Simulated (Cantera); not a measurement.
Charge: 1 mol FeS2, a varied amount of H2, equilibrated at 1723 K and 101000 Pa.

Method: chemical equilibrium by Gibbs-energy minimisation in Cantera with the NASA 1993 tables (ideal gas, pure condensed phases). Candidate condensed phases: Fe, FeS, FeS2, S; 8 gas species. Metal and sulfide melt together well below either melting point, which pure phases cannot show. Mutual solubility and eutectic melting of coexisting phases are not modelled. FeS: taken at fixed stoichiometry. Rates play no part.

### Question
Which condensed phases are stable at each of these points (n(H2) (mol)): 1.1, 1.6, 2.4, 3.6, 5.5, 8.2, 12, 18, 27, 41, 61, 92?

### Answer
```
n(H2) (mol)  condensed phases  Fe condensed (%)
-----------  ----------------  ----------------
1.1                    FeS(l)             100.0
1.6                    FeS(l)             100.0
2.4                    FeS(l)             100.0
3.6                    FeS(l)             100.0
5.5                    FeS(l)             100.0
8.2                    FeS(l)             100.0
12                     FeS(l)             100.0
18                     FeS(l)             100.0
27                     FeS(l)             100.0
41                     FeS(l)             100.0
61             Fe(δ) + FeS(l)              99.9
92             Fe(δ) + FeS(l)              99.9
```

From 1.1 mol H2 to 41 mol H2 the condensed part is FeS(l). From 61 mol H2 to 92 mol H2 the condensed part is Fe(δ) + FeS(l).
